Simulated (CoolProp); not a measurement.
Computed with CoolProp (reference Helmholtz-energy equation of state, Thol 2015).

Question: For octamethylcyclotetrasiloxane (D4), give the phase and the Z, cv (kJ/(kg K)) at 483 K and 6230 kPa; 513.3 K and 6230 kPa; 533.5 K and 6230 kPa.

Answer: 
- 483 K and 6230 kPa: liquid; Z 0.611, cv 1.79
- 513.3 K and 6230 kPa: liquid; Z 0.605, cv 1.86
- 533.5 K and 6230 kPa: liquid; Z 0.604, cv 1.90
